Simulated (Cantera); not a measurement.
A Cantera script and its output.

```python
import numpy as np
import cantera as ct

surf = ct.Interface("diamond.yaml", "diamond_100")
gas, bulk = surf.adjacent["gas"], surf.adjacent["diamond"]
k = surf.kinetics_species_index(bulk.species_names[0])
cover = ["c6HH", "c6H*", "c6*H", "c6**", "c6HM", "c6B"]

rows, drift = [], 0.0
print(f"{'xH':>10s}{'um/h':>11s}" + "".join(f"{s:>11s}" for s in cover))
for v in [0.0001, 0.0002, 0.00039, 0.00077, 0.0015, 0.003, 0.0059, 0.012, 0.023]:
    T, P, xH, xCH3 = 1175, 2000, v, 0.0011
    gas.TPX = T, P, {"H": xH, "CH3": xCH3, "CH4": 0.015, "H2": 1 - xH - xCH3 - 0.015}
    surf.TP = bulk.TP = T, P
    surf.coverages = "c6H*:0.1, c6HH:0.9"
    surf.advance_coverages(100.0)
    before = surf.coverages
    surf.advance_coverages(100.0)
    drift = max(drift, np.max(np.abs(surf.coverages - before) / (surf.coverages + 1e-9)))
    rate = surf.net_production_rates[k] * bulk.mean_molecular_weight / bulk.density * 3.6e9
    rows.append([rate, *surf[cover].coverages])
    print(f"{v:10.4g}{rate:11.4e}" + "".join(f"{x:11.3e}" for x in rows[-1][1:]))
```

Result:

```
        xH       um/h       c6HH       c6H*       c6*H       c6**       c6HM        c6B
    0.0001 1.9107e-01  5.977e-01  2.591e-02  3.487e-01  3.282e-03  7.182e-03  5.185e-10
    0.0002 4.1748e-01  5.345e-01  2.984e-02  4.017e-01  6.346e-03  8.792e-03  1.133e-09
   0.00039 7.8271e-01  4.956e-01  3.220e-02  4.334e-01  1.049e-02  1.019e-02  2.124e-09
   0.00077 1.3547e+00  4.723e-01  3.356e-02  4.516e-01  1.526e-02  1.136e-02  3.676e-09
    0.0015 2.2041e+00  4.596e-01  3.428e-02  4.613e-01  1.950e-02  1.202e-02  5.981e-09
     0.003 3.5839e+00  4.529e-01  3.470e-02  4.668e-01  2.277e-02  1.199e-02  9.725e-09
    0.0059 5.6748e+00  4.501e-01  3.497e-02  4.703e-01  2.483e-02  1.108e-02  1.540e-08
     0.012 8.7991e+00  4.496e-01  3.522e-02  4.732e-01  2.612e-02  9.232e-03  2.388e-08
     0.023 1.2224e+01  4.502e-01  3.545e-02  4.757e-01  2.684e-02  7.004e-03  3.317e-08
```

Cantera simulation using the Harris–Goodwin 1993 mechanism for the reconstructed diamond (100) surface; the numbers are that mechanism's predictions, not measurements.
